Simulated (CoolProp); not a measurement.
Computed with CoolProp (reference Helmholtz-energy equation of state, de Reuck 1993).

Q: For methanol, give the phase and the cp (kJ/(kg K)), cv (kJ/(kg K)), speed of sound (m/s), Joule-Thomson coefficient (K/MPa) at 399.6 K and 3.28 MPa.

A: 
- 399.6 K and 3.28 MPa: liquid; cp 3.46, cv 2.74, speed of sound 802, Joule-Thomson coefficient -0.107
